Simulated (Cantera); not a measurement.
An adiabatic, constant-volume homogeneous reactor starts with 21.8 % H₂, 15.8 % O₂, 59.3 % N₂, 3.05 % H₂O, equivalence ratio 0.69, at 1200 K and 29.0 bar.

Computed with Cantera and the H2/O2 subset of GRI-Mech 3.0, which has no nitrogen chemistry. The hydrogen kinetics of GRI-Mech 3.0 are dated; newer H2 mechanisms differ, most at raised pressure. The pressure lies above the range GRI-Mech 3.0 was tuned for (to about 10 atm).

One state of this run: T (K) = 2913; P (bar) = 63.3; x H₂ = 0.00484; x O₂ = 0.0516; x H₂O = 0.262; x OH = 0.0177; x H = 0.00106; x H₂O₂ = 7.17e-6; x O = 0.00239. x: mole fraction; the columns are a selection and need not sum to one.

Q: Which value of t (s) does it belong to?
(A) 4.86e-6
(B) 0.00590
(C) 1.18e-5
(D) 2.87e-5

A: B, 0.00590
